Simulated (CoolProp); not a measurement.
R407C at several states: fugacity coefficient from the reference equation and from simpler models built on Tc = 86.2 °C, pc = 4632 kPa, ω = 0.363; each cubic takes its own stable root.

The numbers come from the reference Helmholtz-energy equation of state, Lemmon 2003 in CoolProp. It is a pseudo-pure fit of the blend.

```json
[
 {"T (°C)": "12.15", "p (kPa)": "1710", "phase": "liquid", "reference": "0.3932"},
 {"T (°C)": "-67.35", "p (kPa)": "193", "phase": "liquid", "reference": "0.1135"},
 {"T (°C)": "180.55", "p (kPa)": "2510", "phase": "gas", "reference": "0.9190"},
 {"T (°C)": "146.65", "p (kPa)": "357", "phase": "gas", "reference": "0.9841"},
 {"T (°C)": "90.35", "p (kPa)": "22800", "phase": "supercritical", "reference": "0.2403"}
]
```

Problem. How far does each simpler model (van der Waals, Redlich-Kwong, Peng-Robinson) lie from the reference over these 5 states: mean and median of the absolute difference, and the worst?

Solution. 
- van der Waals: mean 176.8 %, median 35.3 %, worst +741.9 % at -67.35 °C and 193 kPa
- Redlich-Kwong: mean 42.1 %, median 12.6 %, worst +157.4 % at -67.35 °C and 193 kPa
- Peng-Robinson: mean 6.3 %, median 3.3 %, worst -22.8 % at -67.35 °C and 193 kPa

At some of these states van der Waals gives the other phase, because its saturation line lies elsewhere.
